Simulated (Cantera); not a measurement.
A Cantera script and its output.

```python
import numpy as np
import cantera as ct

gas = ct.Solution("h2o2.yaml")
gas.TPX = 1375, 70000, {'H2': 0.74, 'O2': 1, 'N2': 0.63}
reactor = ct.IdealGasConstPressureReactor(gas, energy="off", clone=False)
net = ct.ReactorNet([reactor])
net.rtol, net.atol = 1e-08, 1e-18
show = ['H2', 'O2', 'HO2', 'OH', 'O', 'H2O2']
times = np.geomspace(9e-06, 4, 11)

steps = ct.SolutionArray(gas, extra=["t"])
rows = []
print(f"{'t/s':>10s}{'T/K':>9s}{'P/Pa':>11s}" + "".join(f"{s:>11s}" for s in show))
for t in times:
    while net.time < t:
        t_next = net.step()
        steps.append(gas.state, t=t_next)
    rows.append([np.interp(t, steps.t, y) for y in (steps.T, steps.P, *steps(*show).X.T)])
    print(f"{t:10.3e}{rows[-1][0]:9.1f}{rows[-1][1]:11.4g}" + "".join(f"{x:11.3e}" for x in rows[-1][2:]))
rate = np.gradient(steps.T, steps.t)
print("integrator steps:", len(steps.t))
if steps.T.max() > steps.T[0] + 200:
    print(f"time of steepest temperature rise: {steps.t[rate.argmax()]:.4e} s")
gas.TPX = 1375, 70000, {'H2': 0.74, 'O2': 1, 'N2': 0.63}
gas.equilibrate("TP")
print(f"equilibrium (TP): T = {gas.T:.1f} K  " + "  ".join(f"{s} {gas[s].X[0]:.3e}" for s in show))
```

Output:

```
       t/s      T/K       P/Pa         H2         O2        HO2         OH          O       H2O2
 9.000e-06   1375.0      7e+04  3.097e-01  4.207e-01  4.769e-05  2.949e-04  3.941e-04  3.059e-07
 3.304e-05   1375.0      7e+04  9.129e-03  3.083e-01  2.178e-04  9.113e-03  1.035e-02  1.344e-05
 1.213e-04   1375.0      7e+04  4.168e-04  3.144e-01  3.568e-05  1.588e-03  3.678e-04  2.592e-06
 4.452e-04   1375.0      7e+04  2.834e-05  3.148e-01  4.121e-06  5.017e-04  3.442e-05  5.795e-07
 1.634e-03   1375.0      7e+04  3.364e-06  3.149e-01  7.426e-07  2.060e-04  5.787e-06  1.488e-07
 6.000e-03   1375.0      7e+04  7.011e-07  3.150e-01  2.389e-07  9.926e-05  1.353e-06  4.340e-08
 2.203e-02   1375.0      7e+04  2.766e-07  3.150e-01  1.762e-07  6.061e-05  5.076e-07  1.879e-08
 8.086e-02   1375.0      7e+04  2.426e-07  3.150e-01  1.750e-07  5.573e-05  4.299e-07  1.642e-08
 2.968e-01   1375.0      7e+04  2.426e-07  3.150e-01  1.750e-07  5.573e-05  4.298e-07  1.641e-08
 1.090e+00   1375.0      7e+04  2.426e-07  3.150e-01  1.750e-07  5.573e-05  4.298e-07  1.641e-08
 4.000e+00   1375.0      7e+04  2.426e-07  3.150e-01  1.750e-07  5.573e-05  4.298e-07  1.641e-08
integrator steps: 1459
equilibrium (TP): T = 1375.0 K  H2 2.426e-07  O2 3.150e-01  HO2 1.750e-07  OH 5.573e-05  O 4.298e-07  H2O2 1.641e-08
```

Model: the H2/O2 subset of GRI-Mech 3.0, which has no nitrogen chemistry, integrated in Cantera. The temperature is held fixed by assumption; the heat of reaction is taken as removed at once.
